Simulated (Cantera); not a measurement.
An isothermal, constant-pressure homogeneous reactor starts with C2H6 : N2 = 1 : 33 (molar parts), at 1598 K and 0.987 atm.

Model: GRI-Mech 3.0 (53 species, 325 reactions), integrated in Cantera. GRI-Mech 3.0 stops at C3 and has no aromatics, soot or wall deposition, so with more carbon than oxygen in the feed, carbon stays in small species such as C2H2 where larger ones or solid carbon would form.

Problem. Predict: x(C2H6) at 6.00 s; x(CH4) at 6.00 s; x(C2H4) at 6.00 s; x(H) at 6.00 s; x(C2H2) at 6.00 s; x(C2H) at 6.00 s.

Solution. 
| Property | Value |
|---|---|
| x(C2H6) at 6.00 s | 4.85e-8 (gas-phase equilibrium 9.83e-9) |
| x(CH4) at 6.00 s | 0.000768 (gas-phase equilibrium 0.000333) |
| x(C2H4) at 6.00 s | 0.000166 (gas-phase equilibrium 4.17e-5) |
| x(H) at 6.00 s | 1.25e-5 (gas-phase equilibrium 1.26e-5) |
| x(C2H2) at 6.00 s | 0.0273 (gas-phase equilibrium 0.00674) |
| x(C2H) at 6.00 s | 2.08e-8 (gas-phase equilibrium 5.12e-9) |
